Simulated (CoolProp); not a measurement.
Vapour-liquid equilibrium of C2F6 (R116) (1) + propane (2) at 0.249 MPa; x and y are mole fractions of (1).

Computed with CoolProp (multi-fluid Helmholtz-energy mixture model, Lemmon 2006 and Lemmon 2009; pair parameters Bell 2016).

```csv
x,"bubble temperature, mixture model (°C)","bubble temperature, Raoult's law (°C)","y, mixture model","y, Raoult's law"
0.05,-39.5,-23.8,0.546,0.187
0.15,-53.5,-30.9,0.770,0.446
0.25,-56.5,-36.6,0.808,0.613
0.35,-57.1,-41.3,0.815,0.725
0.45,-57.2,-45.2,0.817,0.805
0.55,-57.4,-48.6,0.821,0.864
0.65,-57.8,-51.6,0.832,0.908
0.75,-58.4,-54.2,0.854,0.942
0.85,-59.0,-56.5,0.893,0.969
0.95,-59.5,-58.6,0.956,0.991
```

The largest gap from Raoult's law is -22.6 K in bubble temperature, at x = 0.15. No azeotrope shows between x = 0.05 and 0.95.

The pair parameters rest on a limited set of measurements; away from them the model extrapolates. With so large a gap from Raoult's law the liquid may split in two, which this calculation doesn't test in full.
